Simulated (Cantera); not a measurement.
Gas mixture: H2O : NO = 0.65 : 0.3 (molar parts), at 975 Torr, frozen composition.

Cantera's kinetic-theory transport with the Lennard-Jones parameters of GRI-Mech 3.0, ideal gas; thermal conductivity in the mixture-averaged form. Polar gases are described roughly by these parameters. The composition is frozen, though it would react at the higher temperatures.

One state of this run: ρ (kg/m³) = 0.426; cp (J/kg/K) = 1690; μ (µPa s) = 32.0; λ (mW/m/K) = 76.3; Pr = 0.709; D (cm²/s) CH3 = 1.08; D (cm²/s) H2O = 1.08; D (cm²/s) C2H2 = 0.815. D: mixture-averaged diffusion coefficient of that species in the mixture.

Q: Which value of T (K) does it belong to?
(A) 1200
(B) 800
(C) 1000
(D) 700

A: B, 800
